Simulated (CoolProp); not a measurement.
Aqueous potassium acetate as a coolant, 38 % by mass, freezing at -38.0 °C, 1 atm.

Model: Melinder's fits for secondary coolants, in CoolProp.

```csv
T (°C),cp (kJ/(kg K)),viscosity (mPa s),density (kg/m³),conductivity (W/(m K))
-6.8,2.946,7.85,?,0.446
-1,2.960,6.18,1213,0.452
4.8,2.974,4.99,1210,0.459
10.6,2.988,4.12,1208,0.465
16.4,3.002,3.46,1205,0.472
22.2,3.017,2.96,?,0.478
28,3.032,2.56,1199,?
33.8,3.048,2.24,1197,0.492
39.6,3.064,1.97,1193,0.498
```

Problem. Fill in the missing entries.

Solution. 
- -6.8, density (kg/m³): 1215
- 22.2, density (kg/m³): 1202
- 28, conductivity (W/(m K)): 0.485
